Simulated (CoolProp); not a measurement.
The numbers come from the reference Helmholtz-energy equation of state, Lemmon 2004 in CoolProp. It is a short technical equation, of lower accuracy than the large ones.

Problem. Give the vapour pressure (MPa), surface tension (mN/m), liquid viscosity (µPa s), vapour viscosity (µPa s) of saturated n-dodecane at 56.95, 80.55, 245.85 °C.

Solution. 
```
T (°C)   p (MPa)  surface tension (mN/m)  liquid viscosity (µPa s)  vapour viscosity (µPa s)
------  --------  ----------------------  ------------------------  ------------------------
56.95   0.000187                    22.1                       832                      4.90
80.55   0.000756                    20.1                       624                      5.28
245.85     0.195                    7.81                       156                      7.87
```

Viscosity comes from a separate model (Huber 2004). Surface tension comes from a separate correlation (Mulero 2012).
